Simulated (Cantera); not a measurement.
# Catalytic combustion on Pt

An isothermal plug-flow reactor at 625 K and 1.01 bar (inlet), inlet velocity 4.6 m/s, active area per volume 350 1/m; feed H₂ : O₂ : N₂ : H₂O = 0.0035 : 0.021 : 0.79 : 0.071 (molar parts).

Model: Deutschmann's 1995 Pt surface mechanism with GRI-Mech 3.0 gas chemistry, integrated in Cantera. Catalytic surfaces can have several steady states; this one follows from the mechanism file's or the stated starting coverage. Mass transfer to the wall is taken as infinitely fast.

```tsv
z (m)	x H₂	x O₂	x H₂O	θ free Pt	θ O*	θ OH*
0.00034	0.00324	0.0234	0.0809	0.233	0.725	0.0411
0.00065	0.00278	0.0231	0.0814	0.202	0.759	0.0391
0.0013	0.00213	0.0228	0.0821	0.157	0.807	0.0357
0.0024	0.00152	0.0225	0.0827	0.114	0.855	0.0313
0.0047	0.000949	0.0222	0.0833	0.0718	0.902	0.0256
0.009	0.000554	0.0221	0.0837	0.0423	0.937	0.0201
0.017	0.000311	0.0219	0.0840	0.0241	0.961	0.0153
0.034	0.000159	0.0219	0.0841	0.0128	0.976	0.0113
```
x: gas mole fraction; θ: surface coverage.
